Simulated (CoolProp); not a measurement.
The numbers come from the reference Helmholtz-energy equation of state, Span 2003 in CoolProp. It is a short technical equation, of lower accuracy than the large ones.

Q: For n-heptane, give the phase and the speed of sound (m/s), isothermal compressibility (1/MPa), expansivity (1/kK), viscosity (µPa s) at 326.85 °C and 3.7 bar; 326.85 °C and 7.6 bar.

A: 
- 326.85 °C and 3.7 bar: gas; speed of sound 220, isothermal compressibility 2.80, expansivity 1.88, viscosity 11.8
- 326.85 °C and 7.6 bar: gas; speed of sound 212, isothermal compressibility 1.42, expansivity 2.16, viscosity 12.1

Viscosity comes from a separate model (Michailidou 2014).
